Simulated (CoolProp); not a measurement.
p-xylene along the isobar 101 kPa: Z from the reference equation and from simpler models built on Tc = 616.2 K, pc = 3532 kPa, ω = 0.324; each cubic takes its own stable root.

Values from CoolProp's reference Helmholtz-energy equation of state, Zhou 2012.

| T (K) | phase | reference |
|---|---|---|
| 386.5 | liquid | 0.004293 |
| 407.3 | liquid | 0.004182 |
| 428.1 | gas | 0.9600 |
| 448.9 | gas | 0.9668 |
| 469.7 | gas | 0.9721 |
| 490.5 | gas | 0.9763 |
| 511.3 | gas | 0.9796 |
| 532 | gas | 0.9822 |
| 552.8 | gas | 0.9844 |
| 573.6 | gas | 0.9862 |
| 594.4 | gas | 0.9878 |

Task: How far does each simpler model (Redlich-Kwong, Soave-Redlich-Kwong) lie from the reference over these 11 states: mean and median of the absolute difference, and the worst?

Result: 
- Redlich-Kwong: mean 4128.1 %, median 0.5 %, worst +23058.8 % at 407.3 K and 101 kPa
- Soave-Redlich-Kwong: mean 2.9 %, median 0.3 %, worst +14.7 % at 407.3 K and 101 kPa

At some of these states Redlich-Kwong gives the other phase, because its saturation line lies elsewhere.
